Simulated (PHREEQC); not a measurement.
1 kg of water holding 0.093 mol MgSO4 and 0.098 mol NaCl is evaporated at 75 °C; the solids stay in contact with the brine. No CO2 enters from the air. The run lets Bischofite, Bloedite, Brucite, Epsomite, Halite, Hexahydrite, Kieserite, Mirabilite, Thenardite, MgCl2_4H2O precipitate or redissolve, and no other solid.

The series has 28 steps of water left (kg), from 1 to 0.003549.

Equilibrium calculation in PHREEQC: Pitzer model, pitzer.dat.

### Question
Which solids form, in which order, and at which step of the series does each first stand?

### Answer
Kieserite from water left = 0.02392 kg; Thenardite from water left = 0.02392 kg; Halite from water left = 0.01553 kg.

Complexes and solids missing from the database can't appear. Away from 25 °C the constants follow the database's enthalpies or fits; those with neither stay at their 25 °C values.
